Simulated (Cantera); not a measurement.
Input: 1 mol (CH₃)₂SiCl₂, 0.007 mol C₂H₂, 220 mol H₂, held at 3.50 mbar.

Cantera equilibrium calculation (NASA polynomials, part measured and part estimated; ideal gas, pure solids and liquids). Candidate condensed phases: C, C₆H₆, C₇H₈, C₈H₁₈, Si, SiC; 109 gas species. The feed counts by its element totals alone. The tables' values for SiCl are old estimates; treat these amounts as uncertain. Gases not in the tables: Si₂H₆ and higher silanes. Kinetics and transport are ignored.

x: gas mole fraction; n: condensed amount in mol.

```
T (°C)   x H₂       x H    x HCl      x Si  x C₂H₂ (acetylene)      x Cl  n C(graphite)  n SiC(s)
------  -----  --------  -------  --------  ------------------  --------  -------------  --------
1227    0.991  0.000296  0.00892   2.19e-8             8.94e-6   2.15e-6           1.01     1.000
1302    0.990  0.000699  0.00891   1.58e-7             2.09e-5   5.00e-6           1.00     0.999
1377    0.990   0.00153  0.00890   9.50e-7             4.51e-5   1.08e-5          0.994     0.999
1452    0.988   0.00312  0.00888   4.88e-6             9.10e-5   2.17e-5          0.975     0.998
1527    0.985   0.00601  0.00885   2.19e-5            0.000173   4.13e-5          0.943     0.993
1602    0.980    0.0110  0.00879   8.66e-5            0.000310   7.45e-5          0.897     0.976
1677    0.971    0.0191  0.00869  0.000309            0.000531  0.000128          0.850     0.917
1752    0.957    0.0318  0.00853  0.000999            0.000866  0.000211          0.858     0.732
1827    0.936    0.0509  0.00828   0.00297             0.00135  0.000332              …     0.179
1902    0.907    0.0786  0.00800   0.00364             0.00202  0.000506              …         0
1977    0.868     0.117  0.00760   0.00358             0.00290  0.000742              …         0
2052    0.816     0.168  0.00708   0.00348             0.00356   0.00105              0         0
2127    0.752     0.233  0.00642   0.00341             0.00341   0.00142              0         0
2202    0.673     0.312  0.00564   0.00330             0.00320   0.00185              0         0
```

Problem. Fill in the missing entries.

Solution. 
- 1827, n C(graphite): 1.09
- 1902, n C(graphite): 0.891
- 1977, n C(graphite): 0.403
